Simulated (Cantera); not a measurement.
An isothermal, constant-pressure homogeneous reactor starts with CH4 : O2 : N2 = 0.011 : 0.003 : 1 (molar parts), at 1550 K and 2.40 bar. Integrator tolerance rtol = 1e-08.

Cantera simulation using GRI-Mech 3.0 (53 species, 325 reactions); the numbers are that mechanism's predictions, not measurements. GRI-Mech 3.0 stops at C3 and has no aromatics, soot or wall deposition, so with more carbon than oxygen in the feed, carbon stays in small species such as C2H2 where larger ones or solid carbon would form.

What does this change do: CH4 0.011 to 0.0024 parts?


```csv
quantity,before,after
x(CH4) at 4.00 s,0.000641 (gas-phase equilibrium 2.88e-5),2.29e-5 (gas-phase equilibrium <1e-12)
x(O2) at 4.00 s,<1e-12 (gas-phase equilibrium <1e-12),1.15e-11 (gas-phase equilibrium 1.08e-11)
x(H2O2) at 4.00 s,<1e-12 (gas-phase equilibrium <1e-12),<1e-12 (gas-phase equilibrium <1e-12)
x(CO) at 4.00 s,0.00262 (gas-phase equilibrium 0.00584),0.00149 (gas-phase equilibrium 0.00159)
x(CH2) at 4.00 s,5.17e-10 (gas-phase equilibrium 1.14e-11),9.92e-11 (gas-phase equilibrium <1e-12)
```
